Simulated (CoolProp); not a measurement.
Model: reference Helmholtz-energy equation of state, Lemmon 2006, in CoolProp. It is a short technical equation, of lower accuracy than the large ones.

Q: Give the vapour pressure (bar), liquid density (kg/m³), liquid cp (kJ/(kg K)), vapour Z of saturated R141b at 71.95, 81.75, 111.45 °C.

A: 
```tsv
T (°C)	p (bar)	liquid density (kg/m³)	liquid cp (kJ/(kg K))	vapour Z
71.95	3.42	1140	1.23	0.912
81.75	4.40	1120	1.25	0.895
111.45	8.67	1040	1.33	0.835
```
